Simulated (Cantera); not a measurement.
Hydrogen reduction and annealing atmospheres: CuO + H2 + N2

Charge: 1 mol CuO, 1200 mol H2, 1 mol N2, held at 7.50 mbar.

Cantera equilibrium calculation (NASA polynomials, part measured and part estimated; ideal gas, pure solids and liquids). Candidate condensed phases: Cu, CuO, Cu(OH)2, Cu2O, H2O; 27 gas species. Equilibrium is a limit: real reactors are often held back by kinetics, nucleation or transport.

From 1148 K to 1298 K the condensed part is Cu(s). From 1373 K to 1448 K the condensed part is Cu(l). From 1523 K to 2123 K nothing is condensed. The main Cu-bearing gas is Cu throughout.

| T (K) | x H2 | x H | x H2O | x N2 | x Cu | x OH | n Cu(s) | n Cu(l) |
|---|---|---|---|---|---|---|---|---|
| 1148 | 0.998 | 8.27e-7 | 0.000833 | 0.000833 | 3.63e-7 | 4.12e-12 | 1.000 | 0 |
| 1223 | 0.998 | 3.47e-6 | 0.000833 | 0.000833 | 3.06e-6 | 2.61e-11 | 0.996 | 0 |
| 1298 | 0.998 | 1.24e-5 | 0.000833 | 0.000833 | 2.01e-5 | 1.33e-10 | 0.976 | 0 |
| 1373 | 0.998 | 3.84e-5 | 0.000833 | 0.000833 | 0.000105 | 5.72e-10 | 0 | 0.873 |
| 1448 | 0.998 | 0.000106 | 0.000832 | 0.000832 | 0.000442 | 2.11e-9 | 0 | 0.468 |
| 1523 | 0.997 | 0.000267 | 0.000832 | 0.000832 | 0.000831 | 6.85e-9 | 0 | 0 |
| 1598 | 0.997 | 0.000614 | 0.000832 | 0.000832 | 0.000832 | 1.99e-8 | 0 | 0 |
| 1673 | 0.996 | 0.00131 | 0.000831 | 0.000831 | 0.000831 | 5.27e-8 | 0 | 0 |
| 1748 | 0.995 | 0.00263 | 0.000831 | 0.000831 | 0.000831 | 1.28e-7 | 0 | 0 |
| 1823 | 0.993 | 0.00498 | 0.000830 | 0.000830 | 0.000830 | 2.90e-7 | 0 | 0 |
| 1898 | 0.989 | 0.00897 | 0.000828 | 0.000828 | 0.000828 | 6.15e-7 | 0 | 0 |
| 1973 | 0.982 | 0.0154 | 0.000824 | 0.000826 | 0.000826 | 1.23e-6 | 0 | 0 |
| 2048 | 0.972 | 0.0255 | 0.000819 | 0.000821 | 0.000821 | 2.34e-6 | 0 | 0 |
| 2123 | 0.957 | 0.0405 | 0.000811 | 0.000815 | 0.000815 | 4.25e-6 | 0 | 0 |
x: gas mole fraction; n: condensed amount in mol.
